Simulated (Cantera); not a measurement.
# Thermodynamics of calcination and drying, feed CsOH + O2

Input: 1 mol CsOH, 0.064 mol O2, at 1.33 mbar.

Method: chemical equilibrium by Gibbs-energy minimisation in Cantera with the NASA 1993 tables (ideal gas, pure condensed phases). Candidate condensed phases: Cs, CsOH, H2O; 15 gas species. Equilibrium is a limit: real reactors are often held back by kinetics, nucleation or transport.

```json
[
 {"T (K)": "1148", "log p CsOH": "-2.90", "log p Cs": "-5.48", "log p H2O": "-5.78", "log p O2": "-4.09", "log p OH": "-9.09", "log p O": "-10.15", "log p H": "-13.21", "log p H2": "-12.12"},
 {"T (K)": "1248", "log p CsOH": "-2.91", "log p Cs": "-4.97", "log p H2O": "-5.27", "log p O2": "-4.08", "log p OH": "-8.24", "log p O": "-9.22", "log p H": "-11.69", "log p H2": "-10.71"},
 {"T (K)": "1348", "log p CsOH": "-2.92", "log p Cs": "-4.55", "log p H2O": "-4.85", "log p O2": "-4.07", "log p OH": "-7.52", "log p O": "-8.42", "log p H": "-10.40", "log p H2": "-9.52"},
 {"T (K)": "1448", "log p CsOH": "-2.94", "log p Cs": "-4.20", "log p H2O": "-4.50", "log p O2": "-4.03", "log p OH": "-6.90", "log p O": "-7.73", "log p H": "-9.29", "log p H2": "-8.52"},
 {"T (K)": "1548", "log p CsOH": "-2.98", "log p Cs": "-3.91", "log p H2O": "-4.21", "log p O2": "-3.98", "log p OH": "-6.36", "log p O": "-7.11", "log p H": "-8.35", "log p H2": "-7.67"},
 {"T (K)": "1648", "log p CsOH": "-3.05", "log p Cs": "-3.68", "log p H2O": "-3.98", "log p O2": "-3.91", "log p OH": "-5.90", "log p O": "-6.55", "log p H": "-7.53", "log p H2": "-6.97"},
 {"T (K)": "1748", "log p CsOH": "-3.15", "log p Cs": "-3.50", "log p H2O": "-3.81", "log p O2": "-3.84", "log p OH": "-5.50", "log p O": "-6.06", "log p H": "-6.83", "log p H2": "-6.37"},
 {"T (K)": "1848", "log p CsOH": "-3.28", "log p Cs": "-3.37", "log p H2O": "-3.69", "log p O2": "-3.79", "log p OH": "-5.16", "log p O": "-5.62", "log p H": "-6.21", "log p H2": "-5.87"},
 {"T (K)": "1948", "log p CsOH": "-3.44", "log p Cs": "-3.29", "log p H2O": "-3.61", "log p O2": "-3.74", "log p OH": "-4.87", "log p O": "-5.22", "log p H": "-5.67", "log p H2": "-5.45"},
 {"T (K)": "2048", "log p CsOH": "-3.63", "log p Cs": "-3.23", "log p H2O": "-3.57", "log p O2": "-3.72", "log p OH": "-4.63", "log p O": "-4.88", "log p H": "-5.20", "log p H2": "-5.10"},
 {"T (K)": "2148", "log p CsOH": "-3.85", "log p Cs": "-3.20", "log p H2O": "-3.57", "log p O2": "-3.71", "log p OH": "-4.44", "log p O": "-4.57", "log p H": "-4.78", "log p H2": "-4.80"},
 {"T (K)": "2248", "log p CsOH": "-4.08", "log p Cs": "-3.19", "log p H2O": "-3.61", "log p O2": "-3.72", "log p OH": "-4.28", "log p O": "-4.30", "log p H": "-4.41", "log p H2": "-4.56"}
]
```
log p: log10 of the partial pressure in bar; nothing condenses.

From 1148 K to 2248 K nothing is condensed. The main Cs-bearing gas is CsOH at 1148 K and Cs at 2248 K.
